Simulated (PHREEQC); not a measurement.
Consider water at 25 °C with 55 mmol/kgw NiSO4, 0.11 mmol/kgw KCl and 6.3 mmol/kgw HCl. Closed to the air; pH follows from the charge balance.

Equilibrium calculation in PHREEQC: ion-association model, wateq4f.dat.

This is a speciation only: nothing precipitates in the calculation.

Question: Predict the pH, ionic strength.

Answer: pH 2.60; ionic strength 0.132 mol/kgw.

Question: In which forms is S present?

Answer: SO4-2 54 %, NiSO4 40 %, HSO4- 5.9 % of the S.

Complexes and solids missing from the database can't appear.
